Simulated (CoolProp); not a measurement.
The fluid at 331.5 K and 0.816 MPa flows at 14 m/s in a round tube of 25 mm bore and 0.25 µm roughness, fully developed (64/Re and Nu = 3.66 if laminar; Colebrook and Gnielinski if turbulent). The same conditions are run with several fluids, on thermodynamics alone (safety and materials aside).

Computed with CoolProp (reference Helmholtz-energy equation of state of each fluid (R152A: Outcalt 1996; CF4 (R14): Platzer 1990; ammonia: Gao 2020; sulfur hexafluoride: Guder 2009; ethane: Bücker 2006)). The equations of Platzer and Polt are older, rougher fits.

```tsv
fluid	Reynolds number	Darcy friction factor	pressure drop (Pa/m)	heat-transfer coefficient (W/(m² K))	mass flow (kg/h)
R152A	628000	[?]	1120	673	554
CF4 (R14)	485000	0.0134	1390	513	658
ammonia	[?]	0.0163	[?]	[?]	133
sulfur hexafluoride	955000	[?]	[?]	776	1150
ethane	311000	[?]	529	501	[?]
```

Question: Some entries are withheld; supply them.

Answer: 
- R152A, Darcy friction factor: 0.0128
- ammonia, Reynolds number: 167000
- ammonia, pressure drop (Pa/m): 342
- ammonia, heat-transfer coefficient (W/(m² K)): 387
- sulfur hexafluoride, Darcy friction factor: 0.0120
- sulfur hexafluoride, pressure drop (Pa/m): 2170
- ethane, Darcy friction factor: 0.0145
- ethane, mass flow (kg/h): 231

Transport values come from each fluid's own correlations; those of R152A, CF4 (R14) are estimates that may be off by 10 % or more.
